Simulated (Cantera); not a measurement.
A closed system holds: 1 mol Pb, 0.67 mol O2, 1 mol N2, at 0.133 bar.

Method: chemical equilibrium by Gibbs-energy minimisation in Cantera with the NASA 1993 tables (ideal gas, pure condensed phases). Candidate condensed phases: Pb, PbO, PbO2, Pb3O4; 12 gas species. Gases not in the tables: (PbO)n polymers. Equilibrium is a limit: real reactors are often held back by kinetics, nucleation or transport. All values below are at 1348 K.

Base state: N2 0.848, O2 0.144, PbO 0.00754, NO 0.000460, Pb 8.58e-5 (mole fractions); condensed: PbO(l).

**Question.** What changes in the equilibrium state with this change: 1.2 mol NH3 added?

**Answer.** 
| species | before | after |
|---|---|---|
| N2 | 0.848 | 0.454 |
| H2O | 0 | 0.380 |
| H2 | 0 | 0.130 |
| O2 | 0.144 | <1e-9 |
| Pb | 8.58e-5 | 0.0358 |
| NO | 0.000460 | 1.40e-9 |
| PbO | 0.00754 | 1.31e-5 |
| PbO(l), mol | 0.991 | 0 |
| Pb(l), mol | 0 | 0.874 |
Further candidate phases: H2O.
